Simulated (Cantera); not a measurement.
Charge: 1 mol SiC, 4.5 mol N2O, 6.7 mol H2, equilibrated at 1425 °C and 1.95 Torr.

These are equilibrium values from Cantera (NASA tables, ideal gas, pure condensed phases), not measurements of a reactor. Candidate condensed phases: C, C6H6, C7H8, C8H18, H2O, Si, SiC, SiO2, Si2N2O, Si3N4; 151 gas species. The tables hold silica as quartz up to 1696 K and as liquid above; real silica turns to tridymite and cristobalite and melts near 1996 K. Kinetics and transport are ignored.

Base state: H2 0.430, N2 0.368, H2O 0.117, CO 0.0758, CO2 0.00605, H 0.00186, SiO 0.000374, OH 2.60e-5 (mole fractions); condensed: SiO2(condensed).

Problem. What changes in the equilibrium state with this change: H2 from 6.7 to 61 mol?

Solution. 
| species | before | after |
|---|---|---|
| H2 | 0.430 | 0.886 |
| N2 | 0.368 | 0.0673 |
| H2O | 0.117 | 0.0258 |
| CO | 0.0758 | 0.0148 |
| SiO | 0.000374 | 0.00349 |
| CO2 | 0.00605 | 0.000127 |
| OH | 2.60e-5 | 4.00e-6 |
| SiO2(condensed), mol | 0.995 | 0.767 |

Problem. What changes in the equilibrium state with this change: pressure from 1.95 Torr to 750 Torr?

Solution. 
```tsv
species	before	after
H2	0.430	0.432
N2	0.368	0.369
H2O	0.117	0.117
H	0.00186	9.51e-5
CO	0.0758	0.0759
SiO	0.000374	9.77e-7
OH	2.60e-5	1.32e-6
CO2	0.00605	0.00603
SiO2(condensed), mol	0.995	1.000
```
Gases not in the tables: Si(OH)4.
